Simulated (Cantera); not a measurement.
Cantera run:

```python
import numpy as np
import cantera as ct

gas_names = """
    B BF BF2 BF3 BH BHF2 BH2 BH3 BO BOF BOF2 BO2 B2 B2O B2O2 B2O3 B3O3F3 B3O3H3 F FO FO2 F2 F2O H HBO
    HBO2 HF HOF HO2 H2 H2F2 H2O H2O2 H3B3O6 H3F3 H4F4 H5F5 H6F6 H7F7 O OH O2 O3
""".split()
cond_names = """
    B(b) B(L) B2O3(L) B3O3H3(cr) H2O(s) H2O(L)
""".split()


# ... load() reads the species with a 1 bar reference pressure and builds the phases ...
atoms = {
    'BF3': {'B': 1, 'F': 3},
    'H2O': {'H': 2, 'O': 1},
    'H2': {'H': 2},
}
top_T = {}  # K; cautious upper limits of use, not melting points


# ... equilibrate(T, P, feed) seeds the gas with the atoms and calls Mixture.equilibrate('TP', solver="vcs", rtol=1e-11, max_steps=5000) ...
results = []
feed = {'BF3': 1, 'H2O': 0.16, 'H2': 0.18}  # mol
P = 400  # Pa
for T in [923, 973, 1023, 1073, 1123, 1173, 1223, 1273]:
    mix = equilibrate(T, P, feed)
    results.append((T, P, feed, dict(zip(mix.species_names, mix.species_moles))))

top = {s: max(r[3][s] / sum(r[3][g] for g in gas_names) for r in results) for s in gas_names}
cols = sorted((s for s in top if top[s] > 1e-06), key=lambda s: -top[s])[:8]
seen = [c for c in cond_names if any(r[3].get(c, 0) > 1e-12 for r in results)]
print("log10 of partial pressures in bar; condensed amounts in mol")
print(f"{'T/K':>10s}" + "".join(f"{s[:9]:>10s}" for s in cols + seen))
for T, P, feed, n in results:
    ng = sum(n[g] for g in gas_names)
    print(f"{T:10.4g}" + "".join(f"{np.log10(max(n[s] / ng * P / 1e5, 1e-99)):10.3f}" for s in cols)
          + "".join(f"{n.get(c, 0):10.4g}" for c in seen))
```

It prints:

```
log10 of partial pressures in bar; condensed amounts in mol
       T/K       BF3        HF        H2       BOF       H2O    B3O3F3      HBO2      BHF2
       923    -2.588    -3.189    -3.282    -6.116    -3.851    -3.968    -7.443    -8.479
       973    -2.593    -3.161    -3.283    -5.571    -3.927    -3.943    -6.976    -8.152
      1023    -2.597    -3.138    -3.284    -5.083    -4.005    -3.927    -6.563    -7.854
      1073    -2.602    -3.121    -3.285    -4.646    -4.086    -3.927    -6.203    -7.583
      1123    -2.607    -3.108    -3.288    -4.258    -4.174    -3.955    -5.896    -7.337
      1173    -2.615    -3.099    -3.294    -3.922    -4.278    -4.037    -5.655    -7.115
      1223    -2.625    -3.093    -3.302    -3.654    -4.413    -4.229    -5.511    -6.915
      1273    -2.636    -3.088    -3.311    -3.478    -4.608    -4.622    -5.521    -6.735
```

Cantera equilibrium calculation (NASA polynomials, part measured and part estimated; ideal gas, pure solids and liquids). The tables' values for BF2 are old estimates; treat these amounts as uncertain.
